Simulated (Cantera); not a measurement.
An adiabatic, constant-pressure homogeneous reactor starts with CO : H2 : O2 : N2 = 1 : 0.42 : 0.394 : 1.48 (molar parts), at 1150 K and 5.00 bar.

Computed with Cantera and GRI-Mech 3.0 (53 species, 325 reactions). The hydrogen kinetics of GRI-Mech 3.0 are dated; newer H2 mechanisms differ, most at raised pressure.

### Question
Predict: time of steepest temperature rise; temperature at 0.100 s; equilibrium temperature; x(CO) at 0.100 s; x(H2) at 0.100 s; x(O2) at 0.100 s; x(O) at 0.100 s; x(H2O) at 0.100 s; x(NO2) at 0.100 s.

### Answer
| Property | Value |
|---|---|
| time of steepest temperature rise | 40.6 µs |
| temperature at 0.100 s | 2774 K |
| equilibrium temperature | 2774 K |
| x(CO) at 0.100 s | 0.200 (gas-phase equilibrium 0.200) |
| x(H2) at 0.100 s | 0.0235 (gas-phase equilibrium 0.0235) |
| x(O2) at 0.100 s | 0.00185 (gas-phase equilibrium 0.00185) |
| x(O) at 0.100 s | 0.000950 (gas-phase equilibrium 0.000950) |
| x(H2O) at 0.100 s | 0.114 (gas-phase equilibrium 0.114) |
| x(NO2) at 0.100 s | 3.86e-7 (gas-phase equilibrium 3.86e-7) |
